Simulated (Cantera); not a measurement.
An isothermal, constant-pressure homogeneous reactor starts with NH3 : N2 = 1 : 0.69 (molar parts), at 1798 K and 1.00 bar.

Model: the gas-phase N/H chemistry of the illustrative SiF4/NH3 mechanism in the Surface Chemkin manual (1991), integrated in Cantera. Walls and surfaces, which speed up NH3 decomposition in real reactors, are not modelled.

**Question.** Predict: x(NH3) at 3.00 s; x(H2) at 3.00 s; x(N2H2) at 3.00 s; x(H) at 3.00 s; x(NH2) at 3.00 s.

**Answer.** 
```json
{
  "x(NH3) at 3.00 s": "0.0178 (gas-phase equilibrium 8.05e-6)",
  "x(H2) at 3.00 s": "0.541 (gas-phase equilibrium 0.557)",
  "x(N2H2) at 3.00 s": "6.62e-9 (gas-phase equilibrium <1e-12)",
  "x(H) at 3.00 s": "0.000227 (gas-phase equilibrium 0.000265)",
  "x(NH2) at 3.00 s": "1.99e-5 (gas-phase equilibrium 1.02e-8)"
}
```
